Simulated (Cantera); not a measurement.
Input (Python, Cantera):

```python
import numpy as np
import cantera as ct

gas = ct.Solution("gri30.yaml")


def delay(T, t_max=10):
    gas.TPX = T, 59000, {'CH4': 1, 'C2H6': 0.1, 'C3H8': 0.14, 'O2': 4.3, 'N2': 16.2}
    reactor = ct.IdealGasConstPressureReactor(gas, clone=False)
    net = ct.ReactorNet([reactor])
    net.rtol, net.atol = 1e-8, 1e-16
    while net.time < t_max:
        t_old, T_old = net.time, reactor.T
        net.step()
        if reactor.T > T + 400:  # ignition: a rise of 400 K
            return t_old + (T + 400 - T_old) / (reactor.T - T_old) * (net.time - t_old)
    return np.nan


taus = []
for T in [1250, 1350, 1450, 1550, 1650, 1750, 1850, 1950, 2050, 2150]:
    taus.append(delay(T))
    print(f"T0 = {T:6g} K   tau = {taus[-1]:.4e} s")
```

Output:

```
T0 =   1250 K   tau = 3.0036e-03 s
T0 =   1350 K   tau = 8.0295e-04 s
T0 =   1450 K   tau = 2.8132e-04 s
T0 =   1550 K   tau = 1.2495e-04 s
T0 =   1650 K   tau = 6.6670e-05 s
T0 =   1750 K   tau = 4.0684e-05 s
T0 =   1850 K   tau = 2.7355e-05 s
T0 =   1950 K   tau = 1.9754e-05 s
T0 =   2050 K   tau = 1.5073e-05 s
T0 =   2150 K   tau = 1.2020e-05 s
```

Cantera simulation using GRI-Mech 3.0 (53 species, 325 reactions); the numbers are that mechanism's predictions, not measurements. GRI-Mech 3.0 was tuned for natural gas; its chemistry of propane as a main component is partial and can be far from experiment.
